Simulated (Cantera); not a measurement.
# Pb + H2O + CO (metals in furnace atmospheres)

Charge: 1 mol Pb, a varied amount of H2O, 0.64 mol CO, held at 775 K and 1 atm.

These are equilibrium values from Cantera (NASA tables, ideal gas, pure condensed phases), not measurements of a reactor. Candidate condensed phases: C, C6H6, C7H8, C8H18, H2O, Pb, PbO, PbO2, Pb3O4; 113 gas species. Rates play no part.

At 0.53 mol H2O the condensed part is C(graphite) + Pb(l). From 1.7 mol H2O to 13 mol H2O the condensed part is Pb(l). The main Pb-bearing gas is Pb throughout.

| n(H2O) (mol) | log p H2O | log p CO2 | log p H2 | log p CH4 | log p CO | log p C2H6 | log p HCOOH | n C(graphite) | n Pb(l) |
|---|---|---|---|---|---|---|---|---|---|
| 0.53 | -0.50 | -0.35 | -0.81 | -1.30 | -1.35 | -6.65 | -7.41 | 0.134 | 1.00 |
| 1.7 | -0.27 | -0.60 | -0.72 | -1.69 | -1.76 | -7.51 | -7.58 | 0 | 1.00 |
| 2.9 | -0.17 | -0.76 | -0.80 | -2.35 | -2.09 | -8.75 | -7.82 | 0 | 1.00 |
| 4.1 | -0.13 | -0.88 | -0.89 | -2.94 | -2.35 | -9.83 | -8.03 | 0 | 1.00 |
| 5.3 | -0.10 | -0.97 | -0.98 | -3.43 | -2.56 | -10.73 | -8.21 | 0 | 1.00 |
| 6.5 | -0.08 | -1.05 | -1.05 | -3.85 | -2.73 | -11.49 | -8.36 | 0 | 1.00 |
| 7.7 | -0.07 | -1.12 | -1.12 | -4.20 | -2.87 | <-11 | -8.49 | 0 | 1.00 |
| 8.9 | -0.06 | -1.17 | -1.17 | -4.50 | -3.00 | <-11 | -8.60 | 0 | 1.00 |
| 10 | -0.05 | -1.22 | -1.22 | -4.74 | -3.10 | <-11 | -8.70 | 0 | 1.00 |
| 11 | -0.04 | -1.26 | -1.26 | -4.95 | -3.18 | <-11 | -8.77 | 0 | 1.00 |
| 13 | -0.04 | -1.33 | -1.33 | -5.30 | -3.32 | <-11 | -8.91 | 0 | 1.00 |
log p: log10 of the partial pressure in bar; n: condensed amount in mol.
